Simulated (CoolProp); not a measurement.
A closed Brayton cycle with nitrogen: compressor inlet 321.15 K and 7.5 MPa, high pressure 14.9 MPa, turbine inlet 815 K, compressor efficiency 0.85, turbine efficiency 0.93, recuperator effectiveness 0.95 (on enthalpy, no pinch check). Each further row changes one setting.

Model: reference Helmholtz-energy equation of state, Span 2000, in CoolProp.

```csv
case,thermal efficiency (%),net work (kJ/kg),compressor to turbine work,compressor exit (K),turbine exit (K)
as stated,35.4,59.4,0.60,404.1,687.4
turbine inlet 765 K,32.2,50.3,0.64,404.1,644.0
compressor inlet 331.15 K,33.9,56.4,0.62,416.7,687.4
high pressure 12.7 MPa,36.0,49.5,0.57,383.3,715.4
recuperator effectiveness 0.5,19.3,59.4,0.60,404.1,687.4
```
